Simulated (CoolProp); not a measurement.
A single-stage vapour-compression cycle with the fluid: evaporating at 275.15 K (dew point), condensing at 312.15 K (bubble point), superheat 8 K, subcooling 2 K, compressor efficiency 0.8, no pressure losses. The same conditions are run with several fluids, on thermodynamics alone (safety and materials aside).

The numbers come from the reference Helmholtz-energy equation of state of each fluid (R143a: Lemmon and Jacobsen 2000; R410A: Lemmon 2003; trans-2-butene: Lemmon 2005; chloromethane (R40): Thol 2014; R142b: Lemmon 2006; R365MFC: Lemmon 2016) in CoolProp. Blends and air are pseudo-pure fits.

```json
[
 {"fluid": "R143a", "cooling COP": "4.62", "pressure ratio": "2.71", "discharge temperature (K)": "329.7", "refrigerating effect (kJ/kg)": "138", "volumetric capacity (kJ/m³)": "3810"},
 {"fluid": "R410A", "cooling COP": "4.62", "pressure ratio": "2.78", "discharge temperature (K)": "342.2", "refrigerating effect (kJ/kg)": "170", "volumetric capacity (kJ/m³)": "5250"},
 {"fluid": "trans-2-butene", "cooling COP": "5.26", "pressure ratio": "3.37", "discharge temperature (K)": "328.2", "refrigerating effect (kJ/kg)": "336", "volumetric capacity (kJ/m³)": "881"},
 {"fluid": "chloromethane (R40)", "cooling COP": "5.16", "pressure ratio": "3.06", "discharge temperature (K)": "368.8", "refrigerating effect (kJ/kg)": "351", "volumetric capacity (kJ/m³)": "2230"},
 {"fluid": "R142b", "cooling COP": "5.20", "pressure ratio": "3.26", "discharge temperature (K)": "329.8", "refrigerating effect (kJ/kg)": "178", "volumetric capacity (kJ/m³)": "1240"},
 {"fluid": "R365MFC", "cooling COP": "5.21", "pressure ratio": "4.77", "discharge temperature (K)": "317.3", "refrigerating effect (kJ/kg)": "165", "volumetric capacity (kJ/m³)": "214"}
]
```
